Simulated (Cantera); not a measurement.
Input: 1 mol TiC, 0.087 mol H₂, equilibrated at 1400 °C and 0.00133 bar.

Method: chemical equilibrium by Gibbs-energy minimisation in Cantera with the NASA 1993 tables (ideal gas, pure condensed phases). Candidate condensed phases: C, C₆H₆, C₇H₈, C₈H₁₈, Ti, TiC; 77 gas species. TiC: taken at fixed stoichiometry. Equilibrium is a limit: real reactors are often held back by kinetics, nucleation or transport.

Base state: H₂ 0.997, H 0.00312 (mole fractions); condensed: TiC(s).

Q: What changes in the equilibrium state with this change: pressure from 0.00133 bar to 0.130 bar?

A: 
```tsv
species	before	after
H₂	0.997	1.000
H	0.00312	0.000316
TiC(s), mol	1.00	1.00
```
